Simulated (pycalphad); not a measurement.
# Effect of Si content in Sn-Si

All values are pycalphad results on the COST 507 light-alloy database (1999) (1 atm), not direct measurements. These are 1990s assessments: newer ones move some temperatures and phases. Phase fractions are per mole of atoms.

```json
[
 {"alloy": "Sn-20.65Si (at.%)", "liquidus (°C)": "1253", "first solid": "DIAMOND_A4", "solidus (°C)": "232", "phases at 827 °C": "LIQUID 0.80, DIAMOND_A4 0.20"},
 {"alloy": "Sn-41.3Si (at.%)", "liquidus (°C)": "1324", "first solid": "DIAMOND_A4", "solidus (°C)": "232", "phases at 827 °C": "LIQUID 0.59, DIAMOND_A4 0.41"},
 {"alloy": "Sn-61.95Si (at.%)", "liquidus (°C)": "(withheld)", "first solid": "DIAMOND_A4", "solidus (°C)": "232", "phases at 827 °C": "(withheld)"},
 {"alloy": "Sn-82.6Si (at.%)", "liquidus (°C)": "1371", "first solid": "DIAMOND_A4", "solidus (°C)": "232", "phases at 827 °C": "DIAMOND_A4 0.82, LIQUID 0.18"}
]
```

Problem. Fill in the missing entries.

Solution. 
- Sn-61.95Si (at.%), liquidus (°C): 1356
- Sn-61.95Si (at.%), phases at 827 °C: DIAMOND_A4 0.62, LIQUID 0.38

DIAMOND_A4 is diamond (Si).
